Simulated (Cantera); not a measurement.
Charge: 1 mol Fe, 6.6 mol NH3, 1.5 mol N2, equilibrated at 750 °C and 3.30 Torr.

These are equilibrium values from Cantera (NASA tables, ideal gas, pure condensed phases), not measurements of a reactor. Candidate condensed phases: Fe; 10 gas species. The numbers say what is thermodynamically allowed, not how fast it happens.

Problem. What is the equilibrium state?

Solution. 
| Quantity | Value |
|---|---|
| x(H2) | 0.673 |
| x(N2) | 0.327 |
| n(Fe(α)) | 1.00 mol |
| gas amount | 14.70 mol |
